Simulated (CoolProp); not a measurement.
Vapour-liquid equilibrium of n-octane (1) + o-xylene (2) at 0.00118 MPa; x and y are mole fractions of (1).

Model: multi-fluid Helmholtz-energy mixture model, Beckmüller 2019 and Zhou 2012; pair parameters Bell 2016, in CoolProp.

Task: Give the bubble temperature and the first vapour's composition at x = 0.5, 0.575, 0.65. Is there an azeotrope?

Result: x = 0.5: 294.8 K, y = 0.677; x = 0.575: 294.0 K, y = 0.736; x = 0.65: 293.3 K, y = 0.790. No azeotrope shows between x = 0.05 and 0.95.

Pair parameters are fitted to limited data, so mixtures are less certain than the pure fluids.
